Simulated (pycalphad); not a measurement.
## Effect of Fe content in Si-Fe

Computed with pycalphad from the COST 507 light-alloy database (1999), at 1 atm. The data set is of 1999 and partly superseded. Phase fractions are per mole of atoms.

```json
[
 {"alloy": "Si-1.37Fe (at.%)", "liquidus (K)": "1681", "first solid": "DIAMOND_A4", "solidus (K)": "1478", "phases at 975 K": "DIAMOND_A4 0.96, FESI2_L 0.04"},
 {"alloy": "Si-5.46Fe (at.%)", "liquidus (K)": "1664", "first solid": "DIAMOND_A4", "solidus (K)": "1478", "phases at 975 K": "DIAMOND_A4 0.84, FESI2_L 0.16"},
 {"alloy": "Si-21.84Fe (at.%)", "liquidus (K)": "___", "first solid": "DIAMOND_A4", "solidus (K)": "1478", "phases at 975 K": "___"}
]
```

### Question
What belongs in the gaps?

### Answer

- Si-21.84Fe (at.%), liquidus (K): 1562
- Si-21.84Fe (at.%), phases at 975 K: FESI2_L 0.66, DIAMOND_A4 0.34

Database names, with the compositions (at.%) that they take in these runs: FESI2_L: Si 67 Fe 33. DIAMOND_A4 is diamond (Si).
